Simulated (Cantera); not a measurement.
Charge: 1 mol CO2, 0.48 mol H2, at 2373 K and 1.33 mbar.

Cantera equilibrium calculation (NASA polynomials, part measured and part estimated; ideal gas, pure solids and liquids). Candidate condensed phases: C, C6H6, C7H8, C8H18, H2O; 110 gas species. The numbers say what is thermodynamically allowed, not how fast it happens.

Base state: CO 0.370, CO2 0.185, H2O 0.149, H 0.0865, O2 0.0620, H2 0.0511, O 0.0511, OH 0.0449 (mole fractions); condensed: gas only.

What changes in the equilibrium state with this change: temperature from 2373 K to 875 K?


```tsv
species	before	after
CO2	0.185	0.505
CO	0.370	0.171
H2O	0.149	0.171
H2	0.0511	0.153
H	0.0865	<1e-9
O2	0.0620	<1e-9
O	0.0511	<1e-9
OH	0.0449	<1e-9
```
